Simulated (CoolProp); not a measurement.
A simple Rankine cycle with water: condensing at 295.15 K, boiler at 4 MPa, turbine inlet 673.5 K, turbine efficiency 0.6, pump efficiency 0.8, no recuperator. Each further row changes one setting.

Values from CoolProp's reference Helmholtz-energy equation of state, Wagner 2002.

```
case                             thermal efficiency (%)  net work (kJ/kg)  heat in (kJ/kg)  turbine exit temperature (K)  volume ratio over the turbine
-------------------------------  ----------------------  ----------------  ---------------  ----------------------------  -----------------------------
as stated                                          23.3               727             3120                         295.1                            683
turbine inlet 693.5 K                              23.5               743             3170                         295.1                            668
condensing temperature 287.15 K                    24.1               758             3150                         287.1                           1090
boiler pressure 2.8 MPa                            22.5               708             3140                         295.1                            478
turbine efficiency 0.5                             19.4               605             3120                         329.2                            781
```

The expansion ends wet for: as stated; turbine inlet 693.5 K; condensing temperature 287.15 K; boiler pressure 2.8 MPa.
